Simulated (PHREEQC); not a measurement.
Consider water at 25 °C with 0.0017 mol AgNO3 and 0.0015 mol NaCl per kg of water. Closed to the air; pH follows from the charge balance.

Model: ion-association model, wateq4f.dat, run in PHREEQC.

This is a speciation only: nothing precipitates in the calculation.

Task: Estimate the pH, ionic strength.

Result: pH 6.98; ionic strength 0.00233 mol/kgw.

Task: In which forms is Ag present?

Result: Ag+ 49 %, AgCl 48 %, AgCl2- 2.8 % of the Ag.

Examples of supersaturated solids here: Cerargyrite. Others may be too. Complexes and solids missing from the database can't appear.
